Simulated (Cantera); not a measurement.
Feed: 1 mol CH3Cl, 0.019 mol Si, 1.3 mol H2, held at 4.40 Pa.

These are equilibrium values from Cantera (NASA tables, ideal gas, pure condensed phases), not measurements of a reactor. Candidate condensed phases: C, C6H6, C7H8, C8H18, Si, SiC; 109 gas species. Kinetics and transport are ignored.

Question: Which condensed phases are stable at each of these points (T (K)): 2450, 2500, 2550, 2600, 2650, 2700, 2750, 2800, 2850, 2900, 2950, 3000, 3050, 3100?

Answer: 
| T (K) | condensed phases | Si condensed (%) |
|---|---|---|
| 2450 | C(graphite) | 0.0 |
| 2500 | C(graphite) | 0.0 |
| 2550 | C(graphite) | 0.0 |
| 2600 | gas only | 0.0 |
| 2650 | gas only | 0.0 |
| 2700 | gas only | 0.0 |
| 2750 | gas only | 0.0 |
| 2800 | gas only | 0.0 |
| 2850 | gas only | 0.0 |
| 2900 | gas only | 0.0 |
| 2950 | gas only | 0.0 |
| 3000 | gas only | 0.0 |
| 3050 | gas only | 0.0 |
| 3100 | gas only | 0.0 |

From 2450 K to 2550 K the condensed part is C(graphite). From 2600 K to 3100 K nothing is condensed.
